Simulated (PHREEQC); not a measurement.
**Alkaline etch or developer: an equilibrium model**

Dissolve 0.11 mol NH3, 0.0013 mol Na2SiO3 and 0.006 mol K3PO4 per kg of water at 20 °C. Closed to the air; pH follows from the charge balance.

Computed with PHREEQC (ion-association model, phreeqc.dat).

```
Item                      Result
----------------  --------------
pH                         11.82
ionic strength    0.0317 mol/kgw
total alkalinity      125 meq/kg
```

| species | molality | activity | log γ |
|---|---|---|---|
| NH3 | 0.110 | 0.110 | 0.003 |
| K+ | 0.0179 | 0.0151 | -0.074 |
| OH- | 0.00541 | 0.00456 | -0.075 |
| HPO4-2 | 0.00359 | 0.00189 | -0.279 |
| Na+ | 0.00259 | 0.00220 | -0.070 |
| PO4-3 | 0.00233 | 0.000514 | -0.657 |
| H3SiO4- | 0.00122 | 0.00103 | -0.073 |
| NH4+ | 0.000498 | 0.000415 | -0.079 |
| KHPO4- | 6.52e-5 | 5.57e-5 | -0.068 |
| H2SiO4-2 | 6.31e-5 | 3.36e-5 | -0.274 |
| H4SiO4 | 1.25e-5 | 1.26e-5 | 0.003 |

No solid was allowed to form. Complexes and solids missing from the database can't appear.
